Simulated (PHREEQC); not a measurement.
Solution A (2.3 mmol/kgw FeCl3) is mixed with solution B (0.026 mol/kgw HCl, 0.028 mol/kgw ZnSO4 and 0.06 mol/kgw NiSO4) at 25 °C; shares are by mass of water, 1 kg in all. Oxygen alone is held at its pressure in air (log pO2 = -0.68). The system is closed to CO2. The run lets Fe(OH)3(a), Zincite(c), Zn4(OH)6SO4, Zn5(OH)8Cl2, Ni(OH)2, Ni4(OH)6SO4, Goslarite, Morenosite precipitate or redissolve, and no other solid.

Model: ion-association model, wateq4f.dat, run in PHREEQC.

| share of solution B | pH | FeSO4+ (mol/kgw) | Ni+2 (mol/kgw) | FeOH+2 (mol/kgw) | Zn+2 (mol/kgw) | SO4-2 (mol/kgw) | ZnSO4 (mol/kgw) |
|---|---|---|---|---|---|---|---|
| 0 | 2.76 | 0 | 0 | 0.00129 | 0 | 0 | 0 |
| 0.1 | 2.69 | 0.00148 | 0.00477 | 0.000278 | 0.00210 | 0.00470 | 0.000649 |
| 0.2 | 2.50 | 0.00144 | 0.00875 | 0.000115 | 0.00372 | 0.00919 | 0.00170 |
| 0.3 | 2.37 | 0.00127 | 0.0125 | 6.30e-5 | 0.00519 | 0.0132 | 0.00283 |
| 0.4 | 2.29 | 0.00108 | 0.0162 | 3.90e-5 | 0.00657 | 0.0170 | [?] |
| 0.5 | 2.22 | 0.000890 | 0.0198 | 2.54e-5 | 0.00791 | 0.0205 | 0.00509 |
| 0.6 | 2.16 | [?] | 0.0234 | 1.67e-5 | 0.00920 | 0.0238 | 0.00622 |
| 0.7 | 2.11 | 0.000522 | 0.0269 | 1.06e-5 | 0.0105 | 0.0269 | 0.00732 |
| 0.8 | 2.07 | 0.000344 | [?] | 6.13e-6 | 0.0117 | 0.0300 | [?] |
| 0.9 | 2.04 | [?] | 0.0338 | 2.71e-6 | [?] | 0.0329 | 0.00950 |
| 1 | 2.01 | 0 | 0.0372 | 0 | 0.0141 | 0.0357 | 0.0106 |

Problem. Fill in the missing entries.

Solution. 
- 0.4, ZnSO4 (mol/kgw): 0.00396
- 0.6, FeSO4+ (mol/kgw): 0.000704
- 0.8, Ni+2 (mol/kgw): 0.0304
- 0.8, ZnSO4 (mol/kgw): 0.00842
- 0.9, FeSO4+ (mol/kgw): 0.000170
- 0.9, Zn+2 (mol/kgw): 0.0129
